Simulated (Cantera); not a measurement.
Input: 1 mol n-butane, 45 mol H2, equilibrated at 2098.15 K.

These are equilibrium values from Cantera (NASA tables, ideal gas, pure condensed phases), not measurements of a reactor. Candidate condensed phases: C, C6H6, C7H8, C8H18; 76 gas species. The ideal-gas law is rough above about 30 bar. The numbers say what is thermodynamically allowed, not how fast it happens.

x: gas mole fraction; n: condensed amount in mol.

```tsv
P (Pa)	x H2	x H	x CH4	x C2H2 (acetylene)	x C2H4	x CH3	n C(graphite)
10	0.735	0.264	1.79e-8	0.00105	3.08e-10	1.25e-7	3.88
46	0.865	0.134	1.14e-7	0.00124	1.96e-9	3.44e-7	3.87
220	0.935	?	?	0.00134	?	?	3.86
1000	0.968	0.0303	3.11e-6	0.00138	5.35e-8	1.90e-6	3.86
4600	0.984	0.0142	1.48e-5	0.00141	2.54e-7	4.17e-6	3.86
22000	0.992	0.00654	7.17e-5	0.00142	1.24e-6	9.22e-6	3.85
100000	0.995	0.00307	0.000328	0.00142	5.65e-6	1.98e-5	3.84
460000	0.996	0.00143	0.00151	0.00142	2.60e-5	4.24e-5	3.78
2200000	0.991	?	?	0.00142	?	?	?
10000000	0.967	0.000303	0.0310	0.00138	0.000533	0.000189	2.30
```

### Question
Fill in the missing entries.

### Answer

- 2200000, x H: 0.000654
- 2200000, x CH4: 0.00715
- 2200000, x C2H4: 0.000123
- 2200000, x CH3: 9.20e-5
- 2200000, n C(graphite): 3.49
- 220, x H: 0.0635
- 220, x CH4: 6.38e-7
- 220, x C2H4: 1.10e-8
- 220, x CH3: 8.44e-7
